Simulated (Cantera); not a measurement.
Feed: 1 mol Ta, 1.5 mol H2O, 350 mol H2, equilibrated at 2223.15 K and 0.00820 bar.

Equilibrium computed with Cantera from the NASA thermochemical tables; the gas is ideal and each condensed phase is pure. Candidate condensed phases: H2O, Ta, Ta2O5; 12 gas species. Condensed phases not in the tables: N, O or C dissolved in the metal. Equilibrium is a limit: real reactors are often held back by kinetics, nucleation or transport.

Base state: H2 0.929, H 0.0682, H2O 0.00191, TaO2 0.000911, TaO 0.000368, OH 2.02e-5 (mole fractions); condensed: Ta(s).

**Question.** What changes in the equilibrium state with this change: Ta replaced by Ta(OEt)5?

**Answer.** 
```tsv
species	before	after
H2	0.929	0.913
H	0.0682	0.0676
CO	0	0.0170
C2H2 (acetylene)	0	0.00265
TaO2	0.000911	<1e-9
TaO	0.000368	<1e-9
H2O	0.00191	6.71e-9
OH	2.02e-5	<1e-9
Ta(s), mol	0.534	0
C(graphite), mol	0	0.453
TaC(s), mol	0	1.00
```
The feed counts by its element totals alone. TaC: taken at fixed stoichiometry. Condensed phases not in the tables: Ta2C. Further candidate phases: C, C6H6, C7H8, C8H18, TaC.

**Question.** What changes in the equilibrium state with this change: temperature from 2223.15 K to 1348 K?

**Answer.** 
```csv
species,before,after
H2,0.929,1.000
H,0.0682,2.55e-5
H2O,0.00191,2.39e-5
TaO2,0.000911,<1e-9
TaO,0.000368,<1e-9
OH,2.02e-5,<1e-9
"Ta(s), mol",0.534,0.403
"Ta2O5(s), mol",0,0.298
```
Mutual solubility and eutectic melting of coexisting phases are not modelled.

**Question.** What changes in the equilibrium state with this change: temperature from 2223.15 K to 2023.15 K?

**Answer.** 
| species | before | after |
|---|---|---|
| H2 | 0.929 | 0.977 |
| H | 0.0682 | 0.0208 |
| H2O | 0.00191 | 0.00198 |
| TaO2 | 0.000911 | 0.000191 |
| TaO | 0.000368 | 3.65e-5 |
| OH | 2.02e-5 | 4.37e-6 |
| Ta(s), mol | 0.534 | 0.660 |
| Ta2O5(s), mol | 0 | 0.130 |
Mutual solubility and eutectic melting of coexisting phases are not modelled.
